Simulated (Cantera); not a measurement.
Mixture: CH4 : O2 : N2 = 1 : 2.67 : 10 (molar parts), at 10.0 bar, adiabatic and at constant pressure. Ignition delay is the time to a rise of 400 K.

Computed with Cantera and GRI-Mech 3.0 (53 species, 325 reactions).

### Question
What does this change do: pressure from 10.0 bar to 5.00 bar?

### Answer
```json
[
 {"quantity": "delay at 1175 K", "before": "5.67 ms", "after": "12.0 ms"},
 {"quantity": "delay at 1275 K", "before": "1.70 ms", "after": "3.39 ms"},
 {"quantity": "delay at 1375 K", "before": "0.570 ms", "after": "1.08 ms"},
 {"quantity": "delay at 1475 K", "before": "0.211 ms", "after": "0.381 ms"},
 {"quantity": "delay at 1575 K", "before": "85.3 µs", "after": "0.149 ms"},
 {"quantity": "apparent activation energy between 1475 and 1575 K", "before": "180 kJ/mol", "after": "180 kJ/mol"}
]
```
